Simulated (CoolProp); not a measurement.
Vapour-liquid equilibrium of propylene (1) + benzene (2) at 338.6 K; x and y are mole fractions of (1).

The numbers come from the multi-fluid Helmholtz-energy mixture model, Lemmon 2013 and Thol 2012; pair parameters Bell 2016 in CoolProp.

```csv
x,bubble pressure (MPa),y at the bubble point,dew pressure at overall composition x (MPa),liquid density (mol/L)
0.05,0.2412,0.737,0.06648,(withheld)
0.2,0.7223,(withheld),0.07904,(withheld)
0.35,1.132,0.946,0.09738,11.07
0.5,1.489,0.961,0.1267,11.18
0.65,1.821,0.971,0.1811,11.18
0.8,2.170,0.981,0.3168,10.99
0.95,2.616,0.993,1.210,10.38
```

### Question
Fill in the missing entries.

### Answer

- 0.05, liquid density (mol/L): 10.70
- 0.2, y at the bubble point: 0.913
- 0.2, liquid density (mol/L): 10.90

No azeotrope shows between x = 0.05 and 0.95.

The pair parameters rest on a limited set of measurements; away from them the model extrapolates. The gap from Raoult's law changes sign with composition, which may be real or a fault of the pair parameters; it wasn't checked against measurements.
